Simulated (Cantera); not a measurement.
A closed system holds: 1 mol BCl3, 0.24 mol H2O, held at 1248.15 K and 1.33 mbar.

Method: chemical equilibrium by Gibbs-energy minimisation in Cantera with the NASA 1993 tables (ideal gas, pure condensed phases). The tables' values for BOCl, BCl2 are old estimates; treat these amounts as uncertain. Kinetics and transport are ignored.

```tsv
species	before	after
HCl	0.362	0.742
BCl3	0.574	0.196
B3O3Cl3	0.0591	0.0571
HBO2	9.29e-6	5.45e-5
BCl2	2.22e-5	4.81e-6
B2O3	1.10e-5	3.13e-5
H2	0.000151	0.000257
Cl	0.000323	0.000508
BOCl	0.00402	0.00397
B2O3(l), mol	0	0.130
```
Gas species are given as mole fractions.

Question: Name the change that produced these shifts.
A) H2O from 0.24 to 13 mol
B) H2O from 0.24 to 0.065 mol
C) H2O from 0.24 to 0.74 mol
D) H2O from 0.24 to 2.4 mol

Answer: C, H2O from 0.24 to 0.74 mol. The tables' values for BOCl are old estimates; treat these amounts as uncertain
